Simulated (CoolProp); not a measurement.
Vapour-liquid equilibrium of CHF3 (R23) (1) + CH2F2 (R32) (2) at 0.157 MPa; x and y are mole fractions of (1).

The numbers come from the multi-fluid Helmholtz-energy mixture model, Penoncello 2003 and Tillner-Roth 1997; pair parameters Bell 2016 in CoolProp.

| x | bubble temperature, mixture model (°C) | bubble temperature, Raoult's law (°C) | y, mixture model | y, Raoult's law |
|---|---|---|---|---|
| 0.05 | -45.8 | -45.8 | 0.173 | 0.180 |
| 0.2 | -53.5 | -53.4 | 0.517 | 0.529 |
| 0.35 | (withheld) | -59.2 | (withheld) | 0.719 |
| 0.5 | (withheld) | -63.8 | 0.823 | 0.833 |
| 0.65 | -67.6 | -67.5 | (withheld) | 0.906 |
| 0.8 | -70.6 | -70.6 | 0.950 | 0.956 |
| 0.95 | -73.3 | -73.3 | 0.989 | 0.991 |

**Question.** What belongs in the gaps?

**Answer.** 
- 0.35, bubble temperature, mixture model (°C): -59.4
- 0.35, y, mixture model: 0.708
- 0.5, bubble temperature, mixture model (°C): -63.9
- 0.65, y, mixture model: 0.898

The largest gap from Raoult's law is -0.2 K in bubble temperature, at x = 0.35. No azeotrope shows between x = 0.05 and 0.95.

Pair parameters are fitted to limited data, so mixtures are less certain than the pure fluids.
